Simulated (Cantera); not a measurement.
Input: 1 mol FeS, 29 mol H2, held at 625 K and 22.0 Pa.

Equilibrium computed with Cantera from the NASA thermochemical tables; the gas is ideal and each condensed phase is pure. Candidate condensed phases: Fe, FeS, FeS2, S; 8 gas species. FeS: taken at fixed stoichiometry. Equilibrium is a limit: real reactors are often held back by kinetics, nucleation or transport.

Base state: H2 1.000 (mole fractions); condensed: Fe(α) + FeS(s).

What changes in the equilibrium state with this change: temperature from 625 K to 1550 K?


| species | before | after |
|---|---|---|
| H2 | 1.000 | 0.975 |
| S2 | <1e-9 | 0.0132 |
| H2S | 9.17e-6 | 0.00477 |
| Fe | <1e-9 | 0.00191 |
| SH | <1e-9 | 0.00222 |
| H | <1e-9 | 0.00210 |
| S | <1e-9 | 0.000552 |
| Fe(α), mol | 0.000266 | 0 |
| FeS(s), mol | 1.000 | 0 |
| Fe(γ), mol | 0 | 0.944 |
